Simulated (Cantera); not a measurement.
**Ammonia decomposition in nitride growth gas**

A perfectly stirred reactor is fed with 79.6 % NH3, 19.9 % N2, 0.501 % H2, at 6200 Pa; it is held at 1823 K, and followed from long to short residence time.

Computed with Cantera and the gas-phase N/H chemistry of the illustrative SiF4/NH3 mechanism in the Surface Chemkin manual (1991). Walls and surfaces, which speed up NH3 decomposition in real reactors, are not modelled.

| τ (s) | x NH3 | x NH | x N2H2 | x N | x H | x N2 | x N2H4 |
|---|---|---|---|---|---|---|---|
| 16 | 0.106 | 2.72e-6 | 2.51e-7 | 2.32e-7 | 0.000266 | 0.314 | 2.44e-9 |
| 5.9 | 0.219 | 3.50e-6 | 6.34e-7 | 2.32e-7 | 0.000178 | 0.296 | 6.60e-9 |
| 2.1 | 0.397 | 4.16e-6 | 1.41e-6 | 2.14e-7 | 0.000102 | 0.266 | 1.49e-8 |
| 0.78 | 0.575 | 4.39e-6 | 2.41e-6 | 1.75e-7 | 5.14e-5 | 0.236 | 2.49e-8 |
| 0.28 | 0.699 | 4.12e-6 | 3.25e-6 | 1.16e-7 | 2.24e-5 | 0.215 | 3.37e-8 |
| 0.10 | 0.759 | 3.53e-6 | 3.62e-6 | 5.88e-8 | 9.46e-6 | 0.205 | 3.95e-8 |
| 0.038 | 0.782 | 2.98e-6 | 3.57e-6 | 2.80e-8 | 4.46e-6 | 0.201 | 4.09e-8 |
| 0.014 | 0.791 | 2.44e-6 | 3.05e-6 | 1.37e-8 | 2.33e-6 | 0.200 | 3.62e-8 |
| 0.0050 | 0.795 | 1.63e-6 | 1.81e-6 | 6.50e-9 | 1.29e-6 | 0.199 | 2.23e-8 |
x: mole fraction; the columns are a selection and need not sum to one.
